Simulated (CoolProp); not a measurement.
Vapour-liquid equilibrium of carbon dioxide (1) + sulfur dioxide (2) at 1.25 °C; x and y are mole fractions of (1).

Values from CoolProp's multi-fluid Helmholtz-energy mixture model, Span 1996 and Gao 2016; pair parameters Bell 2016.

```csv
x,"bubble pressure, mixture model (kPa)","bubble pressure, Raoult's law (kPa)","y, mixture model","y, Raoult's law"
0.05,[?],335.5,0.552,0.537
0.15,748.5,679.4,[?],0.795
0.25,1119,1023,0.867,0.880
0.35,[?],1367,[?],0.922
0.45,1787,1711,0.926,0.947
0.55,2089,2055,[?],0.964
0.65,2381,2398,0.955,0.976
0.75,2678,2742,0.966,0.985
0.85,2999,3086,0.978,0.992
0.95,3377,3430,0.992,0.998
```

Task: Fill in the missing entries.

Result: 
- 0.05, bubble pressure, mixture model (kPa): 360.6
- 0.15, y, mixture model: 0.793
- 0.35, bubble pressure, mixture model (kPa): 1465
- 0.35, y, mixture model: 0.904
- 0.55, y, mixture model: 0.942

The largest gap from Raoult's law is +10.2 % in bubble pressure, at x = 0.15. No azeotrope shows between x = 0.05 and 0.95.

The pair parameters rest on a limited set of measurements; away from them the model extrapolates. The gap from Raoult's law changes sign with composition, which may be real or a fault of the pair parameters; it wasn't checked against measurements.
